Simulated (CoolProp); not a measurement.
Computed with CoolProp (reference Helmholtz-energy equation of state, Penoncello 2003).

Q: For CHF3 (R23), give the phase and the Joule-Thomson coefficient (K/MPa), Prandtl number at -13.85 °C and 15.2 MPa; -79.15 °C and 0.0122 MPa; -106.85 °C and 0.464 MPa.

A: 
- -13.85 °C and 15.2 MPa: liquid; Joule-Thomson coefficient -0.0681, Prandtl number 1.98
- -79.15 °C and 0.0122 MPa: gas; Joule-Thomson coefficient 62.1, Prandtl number 0.720
- -106.85 °C and 0.464 MPa: liquid; Joule-Thomson coefficient -0.331, Prandtl number 3.61

Viscosity comes from a separate model (Shan 2000). Thermal conductivity comes from a separate model (Shan 2000).
